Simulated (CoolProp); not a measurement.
A closed Brayton cycle with carbon dioxide: compressor inlet 314.15 K and 9.2 MPa, high pressure 16.7 MPa, turbine inlet 725 K, compressor efficiency 0.8, turbine efficiency 0.93, recuperator effectiveness 0 (on enthalpy, no pinch check). Each further row changes one setting.

Model: reference Helmholtz-energy equation of state, Span 1996, in CoolProp.

| case | thermal efficiency (%) | net work (kJ/kg) | compressor to turbine work | compressor exit (K) | turbine exit (K) |
|---|---|---|---|---|---|
| as stated | 9.9 | 55.1 | 0.24 | 341.4 | 655.9 |
| turbine inlet 675 K | 9.9 | 49.3 | 0.26 | 341.4 | 608.6 |
| compressor inlet 324.15 K | 9.6 | 45.8 | 0.37 | 369.0 | 655.9 |
| high pressure 14.2 MPa | 7.4 | 41.6 | 0.22 | 333.9 | 674.4 |
| recuperator effectiveness 0.5 | 15.2 | 55.1 | 0.24 | 341.4 | 655.9 |
